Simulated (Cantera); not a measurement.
Input: 1 mol Si, 8.4 mol HCl, 0.93 mol H2, at 1002 °C and 10.0 mbar.

Cantera equilibrium calculation (NASA polynomials, part measured and part estimated; ideal gas, pure solids and liquids). The tables' values for SiCl3 are old estimates; treat these amounts as uncertain. Equilibrium is a limit: real reactors are often held back by kinetics, nucleation or transport.

| species | before | after |
|---|---|---|
| HCl | 0.551 | 0.664 |
| H2 | 0.330 | 0.226 |
| SiCl2 | 0.00842 | 0.0845 |
| SiCl4 | 0.0964 | 0.00775 |
| SiCl3 | 0.0112 | 0.0163 |
| Cl | 6.00e-6 | 0.000589 |
| H | 4.24e-6 | 0.000254 |
| SiHCl3 | 0.00233 | 0.000379 |
Gas species are given as mole fractions.

Task: Name the change that produced these shifts.
A) temperature from 1002 °C to 325 °C
B) temperature from 1002 °C to 177 °C
C) temperature from 1002 °C to 1325 °C
D) pressure from 10.0 mbar to 13.3 mbar

Result: C, temperature from 1002 °C to 1325 °C
